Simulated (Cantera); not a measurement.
A Cantera script and its output.

```python
import numpy as np
import cantera as ct

gas = ct.Solution("gri30.yaml")
gas.TPX = 1375, 13332, {'CH4': 0.21, 'CO2': 0.33}
reactor = ct.IdealGasConstPressureReactor(gas, energy="off", clone=False)
net = ct.ReactorNet([reactor])
net.rtol, net.atol = 1e-08, 1e-18
show = ['CH4', 'CO2', 'H', 'CO', 'C2H4', 'CH2']
times = np.geomspace(0.0003, 10, 12)

steps = ct.SolutionArray(gas, extra=["t"])
rows = []
print(f"{'t/s':>10s}{'T/K':>9s}{'P/Pa':>11s}" + "".join(f"{s:>11s}" for s in show))
for t in times:
    while net.time < t:
        t_next = net.step()
        steps.append(gas.state, t=t_next)
    rows.append([np.interp(t, steps.t, y) for y in (steps.T, steps.P, *steps(*show).X.T)])
    print(f"{t:10.3e}{rows[-1][0]:9.1f}{rows[-1][1]:11.4g}" + "".join(f"{x:11.3e}" for x in rows[-1][2:]))
rate = np.gradient(steps.T, steps.t)
print("integrator steps:", len(steps.t))
if steps.T.max() > steps.T[0] + 200:
    print(f"time of steepest temperature rise: {steps.t[rate.argmax()]:.4e} s")
gas.TPX = 1375, 13332, {'CH4': 0.21, 'CO2': 0.33}
gas.equilibrate("TP")
print(f"equilibrium (TP): T = {gas.T:.1f} K  " + "  ".join(f"{s} {gas[s].X[0]:.3e}" for s in show))
```

Result:

```
       t/s      T/K       P/Pa        CH4        CO2          H         CO       C2H4        CH2
 3.000e-04   1375.0  1.333e+04  3.889e-01  6.111e-01  3.133e-09  8.214e-09  5.186e-11  1.224e-13
 7.732e-04   1375.0  1.333e+04  3.889e-01  6.111e-01  3.142e-09  2.128e-08  9.536e-10  8.032e-13
 1.993e-03   1375.0  1.333e+04  3.889e-01  6.111e-01  3.205e-09  5.563e-08  1.614e-08  5.095e-12
 5.136e-03   1375.0  1.333e+04  3.889e-01  6.111e-01  3.537e-09  1.543e-07  2.458e-07  2.727e-11
 1.324e-02   1375.0  1.333e+04  3.888e-01  6.111e-01  4.393e-09  4.971e-07  2.479e-06  7.875e-11
 3.412e-02   1375.0  1.333e+04  3.887e-01  6.111e-01  5.756e-09  1.755e-06  1.451e-05  1.359e-10
 8.793e-02   1375.0  1.333e+04  3.883e-01  6.110e-01  9.986e-09  7.320e-06  7.643e-05  2.557e-10
 2.266e-01   1375.0  1.333e+04  3.871e-01  6.107e-01  2.567e-08  4.016e-05  3.977e-04  4.699e-10
 5.841e-01   1375.0  1.333e+04  3.827e-01  6.092e-01  7.902e-08  2.527e-04  1.439e-03  6.171e-10
 1.505e+00   1375.0  1.333e+04  3.707e-01  6.030e-01  2.092e-07  1.559e-03  2.425e-03  5.651e-10
 3.880e+00   1375.0  1.333e+04  3.440e-01  5.842e-01  4.381e-07  8.529e-03  2.147e-03  4.816e-10
 1.000e+01   1375.0  1.333e+04  2.921e-01  5.323e-01  7.282e-07  3.755e-02  1.745e-03  4.830e-10
integrator steps: 1138
equilibrium (TP): T = 1375.0 K  CH4 1.310e-07  CO2 5.067e-02  H 5.694e-06  CO 5.118e-01  C2H4 7.910e-14  CH2 4.453e-16
```

Computed with Cantera and GRI-Mech 3.0 (53 species, 325 reactions).
